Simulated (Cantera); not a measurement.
Feed: 1 mol V, 1.3 mol H₂O, 85 mol N₂, equilibrated at 575 °C and 1.10 bar.

These are equilibrium values from Cantera (NASA tables, ideal gas, pure condensed phases), not measurements of a reactor. Candidate condensed phases: H₂O, V, VN, VO, V₂O₃, V₂O₄, V₂O₅; 28 gas species. VN: taken at fixed stoichiometry. Condensed phases not in the tables: the oxides between V₂O₃ and V₂O₅ other than VO₂, V₂N. Rates play no part.

### Question
What is the equilibrium state?

### Answer
| Property | Value |
|---|---|
| x(N₂) | 0.985 |
| x(H₂) | 0.0150 |
| x(H₂O) | 9.26e-5 |
| x(NH₃) | 3.78e-6 |
| n(VN(s)) | 0.139 mol |
| n(V₂O₃(s)) | 0.431 mol |
| gas amount | 86.23 mol |
| log10 activity of V(s) (absent) | -8.88 |
| log10 activity of V₂O₅(s) (absent) | -17.67 |
